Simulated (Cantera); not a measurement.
Feed: 1 mol SiH4, 0.53 mol O3, 3.6 mol N2, held at 1400 K and 1330 Pa.

Method: chemical equilibrium by Gibbs-energy minimisation in Cantera with the NASA 1993 tables (ideal gas, pure condensed phases). Candidate condensed phases: H2O, Si, SiO2, Si2N2O, Si3N4; 35 gas species. N2 is the only nitrogen source here; it is nearly inert below about 1500 K, so the nitride shown seldom forms there in practice. Mutual solubility and eutectic melting of coexisting phases are not modelled. The tables hold silica as quartz up to 1696 K and as liquid above; real silica turns to tridymite and cristobalite and melts near 1996 K. Equilibrium is a limit: real reactors are often held back by kinetics, nucleation or transport.

Base state: N2 0.634, H2 0.366, SiO 4.61e-5, H2O 4.57e-5, H 2.55e-5 (mole fractions); condensed: SiO2(β-quartz) + Si2N2O(s).

Task: What changes in the equilibrium state with this change: temperature from 1400 K to 1548 K?

Result: 
```csv
species,before,after
N2,0.634,0.632
H2,0.366,0.365
SiO,4.61e-5,0.00285
H,2.55e-5,0.000161
H2O,4.57e-5,6.31e-5
"SiO2(β-quartz), mol",0.726,0.721
"Si2N2O(s), mol",0.137,0.132
```
